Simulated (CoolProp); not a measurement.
R236FA along the isotherm 126.85 °C: density (kg/m³) from the reference equation and from simpler models built on Tc = 124.9 °C, pc = 3191 kPa, ω = 0.377; each cubic takes its own stable root.

The numbers come from the reference Helmholtz-energy equation of state, Pan 2012 in CoolProp.

```csv
p (kPa),phase,reference
598,gas,29.30
1200,gas,63.90
1790,gas,105.6
2390,gas,162.9
2990,gas,263.5
3590,supercritical,784.5
4190,supercritical,865.3
4790,supercritical,907.1
```

### Question
How far does each simpler model (Redlich-Kwong, Soave-Redlich-Kwong, Peng-Robinson) lie from the reference over these 8 states: mean and median of the absolute difference, and the worst?

### Answer
- Redlich-Kwong: mean 7.9 %, median 2.3 %, worst -21.0 % at 126.85 °C and 3590 kPa
- Soave-Redlich-Kwong: mean 8.3 %, median 2.8 %, worst -22.3 % at 126.85 °C and 3590 kPa
- Peng-Robinson: mean 5.2 %, median 1.9 %, worst -14.7 % at 126.85 °C and 3590 kPa
